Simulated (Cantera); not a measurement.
A Cantera script and what it prints.

```python
import numpy as np
import cantera as ct

gas_names = """
    AL ALCL ALCL2 ALCL3 ALH ALN ALO ALOCL ALOH ALO2 ALO2H AL2 AL2CL6 AL2O AL2O2 CL CLO CL2 H HALO HCL
    HNO HNO2 HNO3 HOCL HO2 H2 H2O H2O2 N NH NH2 NH3 NH2OH NO NO2 NO3 N2 N2H2 N2H4 N2O O OH O2 O3
""".split()
cond_names = """
    AL(cr) AL(L) ALCL3(s) ALCL3(L) ALN(s) AL2O3(a) AL2O3(L) H2O(s) H2O(L) NH4CL(a) NH4CL(b)
""".split()


def load(file, names, dense=False):
    # The tables refer to 1 bar. Condensed volumes are neglected.
    table = {s.name: s for s in ct.Species.list_from_file(file)}
    out = []
    for n in names:
        d = dict(table[n].input_data)
        d["thermo"] = dict(d["thermo"], **{"reference-pressure": 1e5})
        if dense:
            d["equation-of-state"] = {"model": "constant-volume", "density": "1e6 g/cm^3"}
        out.append(ct.Species.from_dict(d))
    return out


gas = ct.Solution(thermo="ideal-gas", species=load("nasa_gas.yaml", gas_names))
cond = {s.name: ct.Solution(thermo="fixed-stoichiometry", species=[s], name=s.name)
        for s in load("nasa_condensed.yaml", cond_names, dense=True)}
atoms = {
    'AlN': {'AL': 1, 'N': 1},
    'H2O': {'H': 2, 'O': 1},
    'O2': {'O': 2},
    'HCl': {'H': 1, 'CL': 1},
}
top_T = {'ALN(s)': 2750}  # K; cautious upper limits of use, not melting points


def equilibrate(T, P, feed):
    n = {}
    for name, mol in feed.items():
        for a, k in atoms[name].items():
            n[a] = n.get(a, 0.0) + k * mol
    gas.TPX = T, P, n
    mass = sum(n.values()) * gas.mean_molecular_weight
    gas.equilibrate("TP")
    valid = [c for c in cond.values() if c.min_temp <= T <= top_T.get(c.name, c.max_temp)]
    mix = ct.Mixture([(gas, mass / gas.mean_molecular_weight)] + [(c, 0.0) for c in valid])
    mix.T, mix.P = T, P
    mix.equilibrate("TP", solver="vcs", rtol=1e-11, max_steps=5000)
    return mix


results = []
feed = {'AlN': 1, 'H2O': 0.037, 'O2': 0.014, 'HCl': 0.17}  # mol
P = 10000  # Pa
for T in [1323, 1348, 1373, 1398, 1423, 1448, 1473, 1498]:
    mix = equilibrate(T, P, feed)
    results.append((T, P, feed, dict(zip(mix.species_names, mix.species_moles))))
    x = sorted(zip(gas.X, gas.species_names), reverse=True)
    print(f"T = {T:g} K  P = {P:g} Pa  gas = {mix.phase_moles(0):.4g} mol")
    print("   x: " + "  ".join(f"{s} {v:.3e}" for v, s in x if v > 1e-05))
    print("   condensed (mol): " + ("  ".join(f"{mix.phase(i).name} {mix.phase_moles(i):.4g}"
          for i in range(1, mix.n_phases) if mix.phase_moles(i) > 1e-12) or "none"))
```

Output:

```
T = 1323 K  P = 10000 Pa  gas = 0.2288 mol
   x: H2 4.718e-01  ALCL3 2.061e-01  N2 1.982e-01  HCL 1.230e-01  ALCL2 8.853e-04  ALCL 6.313e-05  AL2CL6 1.546e-05
   condensed (mol): ALN(s) 0.9093  AL2O3(a) 0.02167
T = 1348 K  P = 10000 Pa  gas = 0.2288 mol
   x: H2 4.721e-01  ALCL3 2.060e-01  N2 1.984e-01  HCL 1.221e-01  ALCL2 1.258e-03  ALCL 1.131e-04  AL2CL6 1.285e-05
   condensed (mol): ALN(s) 0.9092  AL2O3(a) 0.02167
T = 1373 K  P = 10000 Pa  gas = 0.2289 mol
   x: H2 4.724e-01  ALCL3 2.059e-01  N2 1.986e-01  HCL 1.212e-01  ALCL2 1.763e-03  ALCL 1.981e-04  AL2CL6 1.075e-05
   condensed (mol): ALN(s) 0.9091  AL2O3(a) 0.02167
T = 1398 K  P = 10000 Pa  gas = 0.229 mol
   x: H2 4.725e-01  ALCL3 2.056e-01  N2 1.988e-01  HCL 1.203e-01  ALCL2 2.439e-03  ALCL 3.400e-04  H 1.029e-05
   condensed (mol): ALN(s) 0.9089  AL2O3(a) 0.02167
T = 1423 K  P = 10000 Pa  gas = 0.2292 mol
   x: H2 4.726e-01  ALCL3 2.050e-01  N2 1.990e-01  HCL 1.194e-01  ALCL2 3.333e-03  ALCL 5.719e-04  H 1.444e-05
   condensed (mol): ALN(s) 0.9088  AL2O3(a) 0.02167
T = 1448 K  P = 10000 Pa  gas = 0.2294 mol
   x: H2 4.726e-01  ALCL3 2.042e-01  N2 1.993e-01  HCL 1.185e-01  ALCL2 4.499e-03  ALCL 9.441e-04  H 2.004e-05
   condensed (mol): ALN(s) 0.9086  AL2O3(a) 0.02167
T = 1473 K  P = 10000 Pa  gas = 0.2297 mol
   x: H2 4.723e-01  ALCL3 2.030e-01  N2 1.996e-01  HCL 1.175e-01  ALCL2 6.002e-03  ALCL 1.530e-03  H 2.749e-05
   condensed (mol): ALN(s) 0.9083  AL2O3(a) 0.02167
T = 1498 K  P = 10000 Pa  gas = 0.2301 mol
   x: H2 4.718e-01  ALCL3 2.013e-01  N2 2.000e-01  HCL 1.165e-01  ALCL2 7.914e-03  ALCL 2.438e-03  H 3.733e-05
   condensed (mol): ALN(s) 0.908  AL2O3(a) 0.02167
```

Equilibrium computed with Cantera from the NASA thermochemical tables; the gas is ideal and each condensed phase is pure. Mutual solubility and eutectic melting of coexisting phases are not modelled. The tables' values for AlCl2 are old estimates; treat these amounts as uncertain.
